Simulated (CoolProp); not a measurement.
Computed with CoolProp (reference Helmholtz-energy equation of state, Thol 2016).

**Question.** For hexamethyldisiloxane (MM), give the phase and the cp (kJ/(kg K)), cv (kJ/(kg K)), expansivity (1/kK) at 511.5 K and 5.99 MPa; 573.5 K and 5.99 MPa; 620 K and 5.99 MPa.

**Answer.** 
- 511.5 K and 5.99 MPa: liquid; cp 2.47, cv 2.05, expansivity 2.98
- 573.5 K and 5.99 MPa: supercritical; cp 2.69, cv 2.19, expansivity 4.94
- 620 K and 5.99 MPa: supercritical; cp 2.76, cv 2.28, expansivity 5.90
